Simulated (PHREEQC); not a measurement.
**Hard or scaling water: speciation**

Make-up at 62 °C: 0.0025 mol MgCl2, 0.18 mol NaHCO3 and 0.00015 mol KCl per kg of water. Closed to the air; pH follows from the charge balance.

Equilibrium calculation in PHREEQC: ion-association model, phreeqc.dat.

No solid was allowed to form.

Question: Predict the pH, activity of water.

Answer: pH 7.55; activity of water 0.994.

Question: In which forms is Na present?

Answer: Na+ 94 %, NaHCO3 3.7 %, NaCO3- 2.8 % of the Na.

Complexes and solids missing from the database can't appear. At this temperature some constants are extrapolated from 25 °C, and those without enthalpy data are left unchanged.
